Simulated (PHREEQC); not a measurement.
0.4 g of hydrous ferric oxide (600 m²/g; 0.2 weak and 0.005 strong sites per Fe, Dzombak-Morel constants, diffuse double layer) in 1 kg of water with 0.05 mol/kgw of an inert sodium salt and 3e-05 mol NaH2PO4, 0.00017 mol Na2SeO4 and 3.2e-05 mol Na2SeO3, at 25 °C; the pH is set by adding NaOH or the inert anion's acid. No oxygen is let in. The system is closed to CO2. No solid was allowed to form.

The series has 13 steps of pH, from 4 to 10.

Model: ion-association model, wateq4f.dat, run in PHREEQC.

**Question.** Near which pH is half of the P sorbed, and on which side is more sorbed?

**Answer.** Near pH 9.2, with more sorbed at lower pH.

**Question.** Near which pH is half of the Se sorbed, and on which side is more sorbed?

**Answer.** Near pH 5.9, with more sorbed at lower pH.

**Question.** Near which pH is half of the Se sorbed, and on which side is more sorbed?

**Answer.** Near pH 4.6, with more sorbed at lower pH.

The database's selenite sorption wasn't checked against measurements; a fall in acid may be a fault of its surface constants. H3PO4, which wateq4f.dat lacks, is added to it with the constant of phreeqc.dat.
